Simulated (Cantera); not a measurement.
Equilibrium for sublimation and decomposition of ceramics: SiC + H2

Input: 1 mol SiC, 0.011 mol H2, at 11.0 Pa.

Cantera equilibrium calculation (NASA polynomials, part measured and part estimated; ideal gas, pure solids and liquids). Candidate condensed phases: C, C6H6, C7H8, C8H18, Si, SiC; 87 gas species. Equilibrium is a limit: real reactors are often held back by kinetics, nucleation or transport.

From 1400 K to 1900 K the condensed part is SiC(s). From 2000 K to 2100 K the condensed part is C(graphite) + SiC(s). The main Si-bearing gas is Si throughout.

```tsv
T (K)	log p H2	log p H	log p Si	log p SiC2	log p Si2C	log p C2H2 (acetylene)	log p SiH	n SiC(s)	n C(graphite)
1400	-3.96	-7.29	-10.64	-15.33	-13.82	-11.09	-11.92	1.00	0
1500	-3.96	-6.73	-9.64	-13.34	-12.46	-9.94	-11.12	1.00	0
1600	-3.96	-6.25	-8.74	-11.65	-11.23	-9.03	-10.38	1.00	0
1700	-3.96	-5.81	-7.93	-10.17	-10.15	-8.23	-9.73	1.000	0
1800	-3.97	-5.43	-7.12	-8.95	-9.09	-7.73	-9.05	1.000	0
1900	-3.99	-5.10	-6.33	-7.93	-8.09	-7.41	-8.39	1.000	0
2000	-4.04	-4.81	-5.62	-7.01	-7.18	-7.15	-7.81	1.000	0.000246
2100	-4.14	-4.58	-4.98	-6.17	-6.37	-6.98	-7.32	0.998	0.00129
```
log p: log10 of the partial pressure in bar; n: condensed amount in mol.
